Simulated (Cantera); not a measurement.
Input: 1 mol CHF₃, 0.01 mol HCl, at 39000 Pa.

These are equilibrium values from Cantera (NASA tables, ideal gas, pure condensed phases), not measurements of a reactor. Candidate condensed phases: C, C₆H₆, C₇H₈, C₈H₁₈; 118 gas species. Gases not in the tables: C₂F₆ and larger saturated fluorocarbons. The numbers say what is thermodynamically allowed, not how fast it happens.

**Question.** At 1925 K, list the 7 most abundant gas species with their mole fractions, and the condensed phases.

**Answer.** HF 0.663, CF₄ 0.324, CF₂ 0.00532, Cl 0.00475, HCl 0.00152, CF₃ 0.000931, F 0.000822. Condensed: C(graphite).
